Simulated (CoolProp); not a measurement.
Saturation properties of C3F8 (R218).

The numbers come from the reference Helmholtz-energy equation of state, Lemmon 2006 in CoolProp. It is a short technical equation, of lower accuracy than the large ones.

```csv
T (K),p (MPa),liquid density (kg/m³),vapour density (kg/m³),enthalpy of vaporisation (kJ/kg),liquid cp (kJ/(kg K)),surface tension (mN/m)
213.3,0.03118,1699,3.387,113.1,0.9266,13.3
223.9,0.05555,1659,5.817,109.6,0.9481,12.0
234.6,0.09350,1618,9.492,105.8,0.9711,10.7
245.2,0.1486,1576,14.72,101.8,0.9956,9.47
255.8,0.2260,1532,21.99,97.57,1.022,8.26
266.4,0.3308,1486,31.86,92.97,1.052,7.07
277.1,0.4703,1436,45.19,87.87,1.086,5.91
287.7,0.6477,1382,62.74,82.26,1.126,4.80
298.3,0.8710,1323,86.11,75.91,1.176,3.74
308.9,1.147,1255,117.7,68.53,1.246,2.73
319.6,1.489,1175,162.8,59.51,1.360,1.78
```

It boils at 236.4 K under 1 atm.

Surface tension comes from a separate correlation (Mulero 2012).
